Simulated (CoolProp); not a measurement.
A single-stage vapour-compression cycle with R404A: evaporating at 286.15 K (dew point), condensing at 315.15 K (bubble point), superheat 0 K, subcooling 5 K, compressor efficiency 0.9, no pressure losses. Each further row changes one setting.

Values from CoolProp's reference Helmholtz-energy equation of state, Lemmon 2003. It is a pseudo-pure fit of the blend.

```csv
case,cooling COP,pressure ratio,discharge temperature (K),refrigerating effect (kJ/kg),volumetric capacity (kJ/m³)
as stated,[?],2.16,320.5,117,5330
evaporating temperature 291.15 K,9.02,[?],[?],119,6310
condensing temperature 310.15 K,9.02,[?],314.7,125,[?]
subcooling 10 K,7.65,2.16,320.5,125,5710
superheat 10 K,7.22,2.16,[?],[?],5430
compressor efficiency 0.8,[?],2.16,322.0,117,5330
```

Task: Fill in the missing entries.

Result: 
- as stated, cooling COP: 7.16
- evaporating temperature 291.15 K, pressure ratio: 1.87
- evaporating temperature 291.15 K, discharge temperature (K): 319.8
- condensing temperature 310.15 K, pressure ratio: 1.91
- condensing temperature 310.15 K, volumetric capacity (kJ/m³): 5700
- superheat 10 K, discharge temperature (K): 329.5
- superheat 10 K, refrigerating effect (kJ/kg): 128
- compressor efficiency 0.8, cooling COP: 6.36
